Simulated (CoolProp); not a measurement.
Saturation properties of n-decane.

The numbers come from the reference Helmholtz-energy equation of state, Lemmon 2006 in CoolProp. It is a short technical equation, of lower accuracy than the large ones.

```
T (K)   p (MPa)  liquid density (kg/m³)  vapour Z  liquid conductivity (mW/(m K))
-----  --------  ----------------------  --------  ------------------------------
325.8  0.001023                   704.9       ___                             122
356.2  0.004679                   681.0       ___                             ___
386.5   0.01592                   656.5    0.9829                             108
416.9   0.04367                   630.9    0.9648                             101
447.2       ___                   604.0    0.9364                             ___
477.6    0.2067                   574.8    0.8953                            89.2
507.9    0.3816                     ___       ___                            84.1
538.2    0.6525                   504.7    0.7632                            79.4
568.6     1.053                   457.1    0.6588                            75.4
```

Task: Fill in the missing entries.

Result: 
- 325.8, vapour Z: 0.9978
- 356.2, vapour Z: 0.9931
- 356.2, liquid conductivity (mW/(m K)): 115
- 447.2, p (MPa): 0.1011
- 447.2, liquid conductivity (mW/(m K)): 94.9
- 507.9, liquid density (kg/m³): 542.4
- 507.9, vapour Z: 0.8390

It boils at 447.3 K under 1 atm.

Thermal conductivity comes from a separate model (Huber 2005).
